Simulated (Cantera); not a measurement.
A Cantera script and what it prints.

```python
import numpy as np
import cantera as ct

gas_names = [...]  # 151 gases of nasa_gas.yaml made of C, H, N, O, Si
cond_names = """
    C(gr) C6H6(L) C7H8(L) C8H18(L),n-octa H2O(s) H2O(L) Si(cr) Si(L) SiC(b) SiO2(Lqz) SiO2(hqz) SiO2(L)
    Si2N2O(s) Si3N4(a)
""".split()


# ... load() reads the species with a 1 bar reference pressure and builds the phases ...
atoms = {
    'TEOS': {'Si': 1, 'C': 8, 'H': 20, 'O': 4},
    'O2': {'O': 2},
    'N2': {'N': 2},
}
top_T = {'C(gr)': 4500, 'SiC(b)': 3050, 'Si2N2O(s)': 2100, 'Si3N4(a)': 2400}  # K; cautious upper limits of use, not melting points


# ... equilibrate(T, P, feed) seeds the gas with the atoms and calls Mixture.equilibrate('TP', solver="vcs", rtol=1e-11, max_steps=5000) ...
results = []
T = 1000  # K
P = 13332.2  # Pa
for m in [0.98, 1.8, 2.7, 3.5, 4.4, 5.2, 6, 6.9, 7.7, 8.6, 9.4, 10]:
    feed = {'TEOS': 1, 'O2': m, 'N2': 15}  # mol
    mix = equilibrate(T, P, feed)
    results.append((T, P, feed, dict(zip(mix.species_names, mix.species_moles))))

top = {s: max(r[3][s] / sum(r[3][g] for g in gas_names) for r in results) for s in gas_names}
cols = sorted((s for s in top if top[s] > 1e-06), key=lambda s: -top[s])[:9]
seen = [c for c in cond_names if any(r[3].get(c, 0) > 1e-12 for r in results)]
print("log10 of partial pressures in bar; condensed amounts in mol")
print(f"{'n(O2)':>10s}" + "".join(f"{s[:9]:>10s}" for s in cols + seen))
for T, P, feed, n in results:
    ng = sum(n[g] for g in gas_names)
    print(f"{feed['O2']:10.4g}" + "".join(f"{np.log10(max(n[s] / ng * P / 1e5, 1e-99)):10.3f}" for s in cols)
          + "".join(f"{n.get(c, 0):10.4g}" for c in seen))
```

Output:

```
log10 of partial pressures in bar; condensed amounts in mol
     n(O2)        N2        H2       H2O        CO       CO2       CH4       NH3       HCN     C(gr) SiO2(hqz)
      0.98    -1.159    -1.341    -3.498    -1.753    -3.753    -3.703    -5.826    -6.535     4.104         1
       1.8    -1.182    -1.365    -3.397    -1.628    -3.503    -3.751    -5.874    -6.559     2.523         1
       2.7    -1.206    -1.390    -3.327    -1.534    -3.314    -3.801    -5.923    -6.583    0.7923         1
       3.5    -1.217    -1.415    -2.717    -1.521    -2.666    -4.473    -5.967    -7.223         0         1
       4.4    -1.217    -1.456    -2.265    -1.578    -2.230    -5.105    -6.028    -7.794         0         1
       5.2    -1.218    -1.499    -2.062    -1.634    -2.041    -5.492    -6.092    -8.117         0         1
         6    -1.218    -1.547    -1.920    -1.697    -1.913    -5.841    -6.164    -8.394         0         1
       6.9    -1.218    -1.611    -1.798    -1.777    -1.807    -6.235    -6.260    -8.692         0         1
       7.7    -1.218    -1.680    -1.710    -1.859    -1.733    -6.611    -6.363    -8.965         0         1
       8.6    -1.218    -1.775    -1.627    -1.971    -1.665    -7.093    -6.507    -9.304         0         1
       9.4    -1.218    -1.886    -1.562    -2.096    -1.614    -7.616    -6.673    -9.660         0         1
        10    -1.218    -1.996    -1.518    -2.216    -1.581    -8.111    -6.838    -9.989         0         1
```

Equilibrium computed with Cantera from the NASA thermochemical tables; the gas is ideal and each condensed phase is pure. The feed counts by its element totals alone.
